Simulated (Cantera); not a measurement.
A perfectly stirred reactor is fed with N₂O : O₂ = 1 : 0.071 (molar parts), at 1800 Pa; it is held at 1325 K, and followed from long to short residence time.

Cantera simulation using GRI-Mech 3.0 (53 species, 325 reactions); the numbers are that mechanism's predictions, not measurements. GRI-Mech 3.0 was tuned for natural gas; its chemistry of N2O as a main component is partial and can be far from experiment. Radical loss at walls, strong at low pressure, is not modelled. The mechanism lacks the step 2 NO + O2 → 2 NO2, which can matter for NO2 below about 1400 K. The temperature is held fixed by assumption; the heat of reaction is taken as removed at once.

Question: What does this change do: 0.012 parts H2O added?

Answer: 
```csv
quantity,before,after
x(N₂O) at τ = 16.0 s,0.291,0.280
x(O₂) at τ = 16.0 s,0.236,0.240
x(NO) at τ = 16.0 s,0.0698,0.0630
x(NO₂) at τ = 16.0 s,2.02e-5,0.000166
x(N₂) at τ = 16.0 s,0.403,0.409
x(N₂O) at τ = 89.0 ms,0.922,0.911
x(O₂) at τ = 89.0 ms,0.0693,0.0687
x(NO) at τ = 89.0 ms,0.00124,0.00116
x(NO₂) at τ = 89.0 ms,9.74e-8,8.76e-5
x(N₂) at τ = 89.0 ms,0.00713,0.00755
```

Question: What does this change do: 0.0013 parts H2O added?

Answer: 
```json
[
 {"quantity": "x(N₂O) at τ = 16.0 s", "before": "0.291", "after": "0.290"},
 {"quantity": "x(O₂) at τ = 16.0 s", "before": "0.236", "after": "0.237"},
 {"quantity": "x(NO) at τ = 16.0 s", "before": "0.0698", "after": "0.0673"},
 {"quantity": "x(NO₂) at τ = 16.0 s", "before": "2.02e-5", "after": "7.16e-5"},
 {"quantity": "x(N₂) at τ = 16.0 s", "before": "0.403", "after": "0.405"},
 {"quantity": "x(N₂O) at τ = 89.0 ms", "before": "0.922", "after": "0.921"},
 {"quantity": "x(O₂) at τ = 89.0 ms", "before": "0.0693", "after": "0.0692"},
 {"quantity": "x(NO) at τ = 89.0 ms", "before": "0.00124", "after": "0.00121"},
 {"quantity": "x(NO₂) at τ = 89.0 ms", "before": "9.74e-8", "after": "2.75e-5"},
 {"quantity": "x(N₂) at τ = 89.0 ms", "before": "0.00713", "after": "0.00720"}
]
```

Question: What does this change do: N2O 1 to 0.16 parts?

Answer: 
```csv
quantity,before,after
x(N₂O) at τ = 16.0 s,0.291,0.229
x(O₂) at τ = 16.0 s,0.236,0.399
x(NO) at τ = 16.0 s,0.0698,0.0549
x(NO₂) at τ = 16.0 s,2.02e-5,2.09e-5
x(N₂) at τ = 16.0 s,0.403,0.317
x(N₂O) at τ = 89.0 ms,0.922,0.685
x(O₂) at τ = 89.0 ms,0.0693,0.309
x(NO) at τ = 89.0 ms,0.00124,0.000921
x(NO₂) at τ = 89.0 ms,9.74e-8,1.21e-7
x(N₂) at τ = 89.0 ms,0.00713,0.00529
```
